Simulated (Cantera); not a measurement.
Charge: 1 mol TiO₂, 0.16 mol MgCl₂, 4.2 mol O₂, held at 2.10 bar.

Method: chemical equilibrium by Gibbs-energy minimisation in Cantera with the NASA 1993 tables (ideal gas, pure condensed phases). Candidate condensed phases: Mg, MgCl₂, MgO, MgTiO₃, MgTi₂O₅, Mg₂TiO₄, Ti, TiCl₂, TiCl₃, TiCl₄, TiO, TiO₂, Ti₂O₃, Ti₃O₅, Ti₄O₇; 20 gas species. Mutual solubility and eutectic melting of coexisting phases are not modelled. Condensed phases not in the tables: alloys, solid solutions and most ternary compounds. The numbers say what is thermodynamically allowed, not how fast it happens.

Task: At 1200 K, list the 4 most abundant gas species with their mole fractions, and the condensed phases.

Result: O₂ 0.962, Cl₂ 0.0370, Cl 0.000628, ClO 3.51e-5. Condensed: MgTi₂O₅(s) + TiO₂(rutile).
